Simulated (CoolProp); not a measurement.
Properties of carbon monoxide along the isotherm -134.35 °C.

Model: reference Helmholtz-energy equation of state, Lemmon 2006, in CoolProp. It is a short technical equation, of lower accuracy than the large ones.

| p (MPa) | phase | cp (kJ/(kg K)) | cv (kJ/(kg K)) | isothermal compressibility (1/MPa) | fugacity coefficient |
|---|---|---|---|---|---|
| 0.00553 | gas | 1.040 | 0.7424 | 180.9 | 0.9995 |
| 0.00984 | gas | 1.040 | 0.7425 | 101.7 | 0.9992 |
| 0.0175 | gas | 1.041 | 0.7427 | 57.23 | 0.9985 |
| 0.0311 | gas | 1.043 | 0.7431 | 32.24 | 0.9974 |
| 0.0553 | gas | 1.046 | 0.7437 | 18.17 | 0.9954 |
| 0.0984 | gas | 1.052 | 0.7449 | 10.25 | 0.9918 |
| 0.175 | gas | 1.062 | 0.7471 | 5.801 | 0.9854 |
| 0.311 | gas | 1.081 | 0.7510 | 3.304 | 0.9741 |
| 0.553 | gas | 1.117 | 0.7583 | 1.902 | 0.9540 |
| 0.984 | gas | 1.196 | 0.7724 | 1.119 | 0.9187 |
| 1.75 | gas | 1.397 | 0.8032 | 0.6986 | 0.8569 |
